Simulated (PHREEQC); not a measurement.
0.021 g of hydrous ferric oxide (600 m²/g; 0.2 weak and 0.005 strong sites per Fe, Dzombak-Morel constants, diffuse double layer) in 1 kg of water with 0.005 mol/kgw of an inert sodium salt and 8.5e-07 mol ZnCl2, at 25 °C; the pH is set by adding NaOH or the inert anion's acid. Oxygen is held at 0.21 atm. CO2 from the air is kept out. No solid was allowed to form.

Base run: PHREEQC, ion-association model, wateq4f.dat. Each further column changes one thing. The table gives surface potential ψ (mV).

```
pH   base  background salt from 0.005 to 0.0005 mol/kgw  oxide from 0.021 to 0.11 g/kgw
---  ----  --------------------------------------------  ------------------------------
4     194                                           ___                             194
4.5   177                                           ___                             177
5     158                                           173                             158
5.5   137                                           ___                             137
6     114                                           121                             114
6.5    89                                            94                              89
7      63                                            66                              62
7.5    36                                            37                              35
8       8                                             8                               7
8.5   -20                                           -21                             -22
9     -48                                           -50                             ___
9.5   -75                                           ___                             -77
10   -101                                          -106                            -102
```

Question: Fill in the missing entries.

Answer: 
- 4, background salt from 0.005 to 0.0005 mol/kgw: 216
- 4.5, background salt from 0.005 to 0.0005 mol/kgw: 196
- 5.5, background salt from 0.005 to 0.0005 mol/kgw: 148
- 9, oxide from 0.021 to 0.11 g/kgw: -49
- 9.5, background salt from 0.005 to 0.0005 mol/kgw: -78
